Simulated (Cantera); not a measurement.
# Ammonia decomposition in nitride growth gas

An isothermal, constant-pressure homogeneous reactor starts with 53.3 % NH₃, 46.7 % N₂, at 2073 K and 0.0263 atm.

Detailed kinetics in Cantera: the gas-phase N/H chemistry of the illustrative SiF4/NH3 mechanism in the Surface Chemkin manual (1991). Walls and surfaces, which speed up NH3 decomposition in real reactors, are not modelled.

```json
[
 {"t (s)": "1.00e-6", "x NH₃": "0.533", "x N₂": "0.467", "x NH₂": "3.78e-7", "x N₂H₂": "<1e-12", "x N₂H₄": "<1e-12", "x N": "<1e-12"},
 {"t (s)": "4.78e-6", "x NH₃": "0.533", "x N₂": "0.467", "x NH₂": "2.38e-6", "x N₂H₂": "<1e-12", "x N₂H₄": "<1e-12", "x N": "<1e-12"},
 {"t (s)": "2.29e-5", "x NH₃": "0.533", "x N₂": "0.467", "x NH₂": "1.40e-5", "x N₂H₂": "8.29e-11", "x N₂H₄": "1.13e-12", "x N": "<1e-12"},
 {"t (s)": "0.000109", "x NH₃": "0.533", "x N₂": "0.467", "x NH₂": "7.01e-5", "x N₂H₂": "5.01e-9", "x N₂H₄": "3.31e-11", "x N": "1.03e-11"},
 {"t (s)": "0.000524", "x NH₃": "0.533", "x N₂": "0.467", "x NH₂": "0.000336", "x N₂H₂": "1.77e-7", "x N₂H₄": "7.81e-10", "x N": "1.46e-9"},
 {"t (s)": "0.00250", "x NH₃": "0.531", "x N₂": "0.466", "x NH₂": "0.00138", "x N₂H₂": "4.18e-6", "x N₂H₄": "1.33e-8", "x N": "3.19e-8"},
 {"t (s)": "0.0120", "x NH₃": "0.516", "x N₂": "0.467", "x NH₂": "0.00178", "x N₂H₂": "8.26e-6", "x N₂H₄": "2.22e-8", "x N": "2.77e-7"},
 {"t (s)": "0.0573", "x NH₃": "0.449", "x N₂": "0.468", "x NH₂": "0.00142", "x N₂H₂": "6.72e-6", "x N₂H₄": "1.40e-8", "x N": "1.15e-6"},
 {"t (s)": "0.274", "x NH₃": "0.248", "x N₂": "0.473", "x NH₂": "0.000857", "x N₂H₂": "3.01e-6", "x N₂H₄": "5.12e-9", "x N": "2.10e-6"},
 {"t (s)": "1.31", "x NH₃": "0.0303", "x N₂": "0.477", "x NH₂": "0.000194", "x N₂H₂": "2.38e-7", "x N₂H₄": "2.61e-10", "x N": "2.13e-6"},
 {"t (s)": "6.27", "x NH₃": "4.99e-6", "x N₂": "0.476", "x NH₂": "3.07e-7", "x N₂H₂": "2.93e-12", "x N₂H₄": "<1e-12", "x N": "3.28e-7"},
 {"t (s)": "30.0", "x NH₃": "2.36e-7", "x N₂": "0.475", "x NH₂": "1.59e-8", "x N₂H₂": "<1e-12", "x N₂H₄": "<1e-12", "x N": "2.06e-8"}
]
```
x: mole fraction; the columns are a selection and need not sum to one.

Equilibrium at this temperature and pressure: NH₃ 1.20e-7, N₂ 0.475, NH₂ 8.13e-9, N₂H₂ <1e-12, N₂H₄ <1e-12, N 1.05e-8 (gas phase only).
